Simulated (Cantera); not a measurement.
A perfectly stirred reactor is fed with H2 : O2 : N2 = 1 : 0.51 : 1.92 (molar parts), at 7500 Torr; it is adiabatic with a 800 K inlet, and is followed from long to short residence time, starting on the burning branch (τ in s: 0.43, 0.12, 0.033, 0.009, 0.0025, 0.00067, 0.00018, 5e-05, 1.4e-05).

Cantera simulation using the H2/O2 subset of GRI-Mech 3.0, which has no nitrogen chemistry; the numbers are that mechanism's predictions, not measurements. The hydrogen kinetics of GRI-Mech 3.0 are dated; newer H2 mechanisms differ, most at raised pressure.

One state of this run: T (K) = 2476; x H2 = 0.0368; x O2 = 0.0179; x H2O = 0.278; x H2O2 = 1.73e-6; x O = 0.00420; x H = 0.0119. x: mole fraction; the columns are a selection and need not sum to one.

Question: Which value of τ (s) does it belong to?
A. 0.00067
B. 1.4e-5
C. 0.033
D. 0.12

Answer: B, 1.4e-5
